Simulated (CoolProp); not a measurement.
Saturation properties of carbon monoxide (Tc = 132.9 K, pc = 3.498 MPa, ω = 0.050).

The numbers come from the reference Helmholtz-energy equation of state, Lemmon 2006 in CoolProp. It is a short technical equation, of lower accuracy than the large ones.

| T (K) | p (MPa) | vapour density (kg/m³) | liquid cp (kJ/(kg K)) | surface tension (mN/m) |
|---|---|---|---|---|
| 84.8 | 0.1431 | [?] | 2.157 | 8.85 |
| 88.7 | 0.2112 | 8.620 | 2.179 | 8.03 |
| 92.6 | 0.3010 | 12.02 | [?] | 7.22 |
| 96.5 | 0.4162 | 16.36 | 2.254 | 6.42 |
| 100.5 | 0.5648 | 21.98 | 2.315 | 5.62 |
| 104.4 | 0.7435 | 28.84 | 2.393 | 4.85 |
| 108.3 | 0.9596 | 37.39 | 2.500 | [?] |
| 112.3 | 1.225 | [?] | 2.652 | [?] |
| 116.2 | 1.530 | 61.88 | 2.870 | 2.62 |
| 120.1 | 1.886 | 79.28 | 3.213 | 1.93 |

Problem. Some entries are withheld; supply them.

Solution. 
- 84.8, vapour density (kg/m³): 6.002
- 92.6, liquid cp (kJ/(kg K)): 2.211
- 108.3, surface tension (mN/m): 4.09
- 112.3, vapour density (kg/m³): 48.36
- 112.3, surface tension (mN/m): 3.34

It boils at 81.6 K under 1 atm.

Surface tension comes from a separate correlation (Mulero 2012).
